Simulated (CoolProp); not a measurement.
R152A along the isotherm 435 K: fugacity coefficient from the reference equation and from simpler models built on Tc = 386.4 K, pc = 4.517 MPa, ω = 0.275; each cubic takes its own stable root.

Model: reference Helmholtz-energy equation of state, Outcalt 1996, in CoolProp. It is a modified Benedict-Webb-Rubin equation, recast in Helmholtz form.

```csv
p (MPa),phase,reference
3.47,gas,0.8228
6.95,supercritical,0.6635
10.4,supercritical,0.5350
13.9,supercritical,0.4536
17.4,supercritical,0.4040
20.8,supercritical,0.3727
24.3,supercritical,0.3511
27.8,supercritical,0.3365
31.3,supercritical,0.3268
34.7,supercritical,0.3207
38.2,supercritical,0.3172
41.7,supercritical,0.3158
45.2,supercritical,0.3163
```

Q: How far does each simpler model (van der Waals, Redlich-Kwong, Soave-Redlich-Kwong, Peng-Robinson) lie from the reference over these 13 states: mean and median of the absolute difference, and the worst?

A: 
- van der Waals: mean 18.3 %, median 16.3 %, worst +45.3 % at 435 K and 45.2 MPa
- Redlich-Kwong: mean 7.3 %, median 7.4 %, worst +15.9 % at 435 K and 45.2 MPa
- Soave-Redlich-Kwong: mean 16.7 %, median 17.9 %, worst +28.9 % at 435 K and 45.2 MPa
- Peng-Robinson: mean 5.7 %, median 6.5 %, worst +10.0 % at 435 K and 45.2 MPa
